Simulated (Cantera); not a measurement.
Gas-phase reforming

An isothermal, constant-pressure homogeneous reactor starts with 37.0 % CH4, 63.0 % H2O, at 2200 K and 490000 Pa.

Model: GRI-Mech 3.0 (53 species, 325 reactions), integrated in Cantera.

```json
[
 {"t (s)": "3.00e-5", "x CH4": "0.0530", "x H2O": "0.453", "x HO2": "6.90e-10", "x CH2": "2.59e-5", "x CH3": "0.00402"},
 {"t (s)": "0.000159", "x CH4": "0.0196", "x H2O": "0.364", "x HO2": "4.15e-10", "x CH2": "1.28e-5", "x CH3": "0.00146"},
 {"t (s)": "0.000845", "x CH4": "0.0111", "x H2O": "0.233", "x HO2": "1.27e-10", "x CH2": "4.91e-6", "x CH3": "0.000732"},
 {"t (s)": "0.00448", "x CH4": "0.00227", "x H2O": "0.148", "x HO2": "4.51e-11", "x CH2": "6.92e-7", "x CH3": "0.000139"},
 {"t (s)": "0.0238", "x CH4": "1.38e-7", "x H2O": "0.140", "x HO2": "4.02e-11", "x CH2": "3.87e-11", "x CH3": "8.41e-9"},
 {"t (s)": "0.126", "x CH4": "1.20e-7", "x H2O": "0.140", "x HO2": "4.02e-11", "x CH2": "3.36e-11", "x CH3": "7.29e-9"},
 {"t (s)": "0.669", "x CH4": "1.20e-7", "x H2O": "0.140", "x HO2": "4.02e-11", "x CH2": "3.36e-11", "x CH3": "7.29e-9"},
 {"t (s)": "3.55", "x CH4": "1.20e-7", "x H2O": "0.140", "x HO2": "4.02e-11", "x CH2": "3.36e-11", "x CH3": "7.29e-9"},
 {"t (s)": "18.8", "x CH4": "1.20e-7", "x H2O": "0.140", "x HO2": "4.02e-11", "x CH2": "3.36e-11", "x CH3": "7.29e-9"},
 {"t (s)": "100", "x CH4": "1.20e-7", "x H2O": "0.140", "x HO2": "4.02e-11", "x CH2": "3.36e-11", "x CH3": "7.29e-9"}
]
```
x: mole fraction; the columns are a selection and need not sum to one.

Equilibrium at this temperature and pressure: CH4 1.38e-7, H2O 0.140, HO2 4.02e-11, CH2 3.87e-11, CH3 8.41e-9 (gas phase only).
